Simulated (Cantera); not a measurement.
Charge: 1 mol SiCl4, 0.058 mol HCl, 70 mol H2, 0.074 mol Cl2, equilibrated at 10.0 mbar.

These are equilibrium values from Cantera (NASA tables, ideal gas, pure condensed phases), not measurements of a reactor. Candidate condensed phases: Si; 19 gas species. The tables' values for SiCl3 are old estimates; treat these amounts as uncertain. The numbers say what is thermodynamically allowed, not how fast it happens. All values below are at 975 K.

Base state: H2 0.972, HCl 0.0162, SiCl4 0.00808, SiHCl3 0.00278, SiCl2 0.000435, SiCl3 0.000352, SiH2Cl2 9.99e-5 (mole fractions); condensed: Si(s).

Problem. What changes in the equilibrium state with this change: HCl from 0.058 to 2.5 mol?

Solution. 
| species | before | after |
|---|---|---|
| H2 | 0.972 | 0.948 |
| HCl | 0.0162 | 0.0381 |
| SiCl4 | 0.00808 | 0.0116 |
| SiH2Cl2 | 9.99e-5 | 2.46e-5 |
| SiCl2 | 0.000435 | 0.000110 |
| SiHCl3 | 0.00278 | 0.00165 |
| SiCl3 | 0.000352 | 0.000212 |
| Si(s), mol | 0.162 | 0 |
